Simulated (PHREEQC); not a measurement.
Consider water at 20 °C with 0.0074 mol Fe(NO3)3 per kg of water. Closed to the air; pH follows from the charge balance.

Model: ion-association model, wateq4f.dat, run in PHREEQC.

```yaml
pH: 2.43
ionic_strength: 0.0397 mol/kgw
total_alkalinity: -14.8 meq/kg
```

```csv
species,molality,activity,log γ
NO3-,0.0222,0.0183,-0.084
H+,0.00433,0.00374,-0.063
Fe+3,0.00327,0.000877,-0.571
FeOH+2,0.00226,0.00112,-0.304
Fe2(OH)2+4,0.000738,4.17e-5,-1.248
Fe3(OH)4+5,0.000101,1.14e-6,-1.950
Fe(OH)2+,9.70e-5,8.17e-5,-0.075
Fe(OH)3,2.23e-9,2.25e-9,0.004
```

Precipitation was switched off in this run. Examples of supersaturated solids here: Hematite (slow to form), Goethite (slow to form). Others may be too.
